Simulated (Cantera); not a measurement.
Feed: 1 mol SiH₄, 0.075 mol HCl, 30 mol H₂, equilibrated at 973 K and 880 Pa.

Equilibrium computed with Cantera from the NASA thermochemical tables; the gas is ideal and each condensed phase is pure. Candidate condensed phases: Si; 19 gas species. Rates play no part.

Base state: H₂ 0.998, HCl 0.00228 (mole fractions); condensed: Si(s).

Problem. What changes in the equilibrium state with this change: SiH₄ replaced by SiHCl₃?

Solution. 
| species | before | after |
|---|---|---|
| H₂ | 0.998 | 0.960 |
| HCl | 0.00228 | 0.0192 |
| SiCl₄ | 2.87e-6 | 0.0156 |
| SiCl₃ | 9.17e-7 | 0.000579 |
| SiHCl₃ | 7.06e-6 | 0.00437 |
| SiCl₂ | 8.39e-6 | 0.000618 |
| SiH₂Cl₂ | 1.81e-6 | 0.000128 |
| Si(s), mol | 0.999 | 0.332 |
The tables' values for SiCl₃ are old estimates; treat these amounts as uncertain.
